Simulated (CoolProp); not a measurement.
The fluid at 511.26 K and 10.8 MPa (supercritical) is heated at constant pressure to 559.7 K. The same conditions are run with several fluids, on thermodynamics alone (safety and materials aside).

Model: reference Helmholtz-energy equation of state of each fluid (n-butane: Bücker 2006; ethane: Bücker 2006; hydrogen sulfide: Lemmon 2006; oxygen: Schmidt 1985), in CoolProp.

**Question.** Rank n-butane, ethane, hydrogen sulfide, oxygen by heat (kJ/kg), highest first.

**Answer.** n-butane (176), ethane (146), hydrogen sulfide (67.4), oxygen (49.5)

| fluid | final density (kg/m³) |
|---|---|
| n-butane | 195 |
| ethane | 74.0 |
| hydrogen sulfide | 87.3 |
| oxygen | 72.2 |

Above 300 K oxygen's equation is extrapolated.
